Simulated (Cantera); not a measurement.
A freely propagating, adiabatic, planar premixed flame of 11.6 % CH₄, 0.694 % C₂H₆, 21.3 % O₂, 59.7 % N₂, 6.71 % CO₂, equivalence ratio 1.2, unburnt at 575 K and 9.87 atm; mixture-averaged transport, grid criteria slope 0.08 and curve 0.16, no radiation.

Detailed kinetics in Cantera: GRI-Mech 3.0 (53 species, 325 reactions). Burning velocities carry a grid error of a few per cent, more on coarse grids.

Problem. Predict: laminar burning velocity; thermal thickness; peak x(C₂H₄); peak x(CH₂).

Solution. 
- laminar burning velocity: 53.7 cm/s
- thermal thickness: 0.0605 mm
- peak x(C₂H₄): 0.00230
- peak x(CH₂): 6.39e-5
